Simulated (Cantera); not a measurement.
A closed system holds: 1 mol CuO, 2.1 mol CH₄, 4 mol H₂, held at 552 °C and 21.0 Pa.

Equilibrium computed with Cantera from the NASA thermochemical tables; the gas is ideal and each condensed phase is pure. Candidate condensed phases: C, C₆H₆, C₇H₈, C₈H₁₈, Cu, CuO, Cu(OH)₂, Cu₂O, H₂O; 113 gas species. Equilibrium is a limit: real reactors are often held back by kinetics, nucleation or transport.

Base state: H₂ 0.891, CO 0.108, H₂O 0.000256, CH₄ 0.000151, CO₂ 0.000111 (mole fractions); condensed: C(graphite) + Cu(s).

**Question.** What changes in the equilibrium state with this change: temperature from 552 °C to 1300 °C?

**Answer.** 
| species | before | after |
|---|---|---|
| H₂ | 0.891 | 0.802 |
| CO | 0.108 | 0.0979 |
| Cu | <1e-9 | 0.0978 |
| H | <1e-9 | 0.00251 |
| CO₂ | 0.000111 | <1e-9 |
| C(graphite), mol | 1.10 | 1.10 |
| Cu(s), mol | 1.00 | 0 |
